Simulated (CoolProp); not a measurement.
Properties of R245ca along the isobar 4.05 MPa (Tc = 174.4 °C, pc = 3.941 MPa, ω = 0.355).

The numbers come from the reference Helmholtz-energy equation of state, Zhou 2016 in CoolProp.

```csv
T (°C),phase,density (kg/m³),speed of sound (m/s),expansivity (1/kK)
48.55,liquid,1339,667.0,1.913
66.85,liquid,[?],596.5,2.110
85.15,liquid,1239,526.5,2.380
103.55,liquid,[?],[?],2.777
121.85,liquid,1117,383.5,3.412
140.15,liquid,1039,306.1,[?]
158.55,liquid,[?],[?],8.143
176.85,supercritical,[?],82.19,[?]
```

Q: Some entries are withheld; supply them.

A: 
- 66.85, density (kg/m³): 1290
- 103.55, density (kg/m³): 1181
- 103.55, speed of sound (m/s): 455.8
- 140.15, expansivity (1/kK): 4.632
- 158.55, density (kg/m³): 930.5
- 158.55, speed of sound (m/s): 215.7
- 176.85, density (kg/m³): 400.9
- 176.85, expansivity (1/kK): 145.0
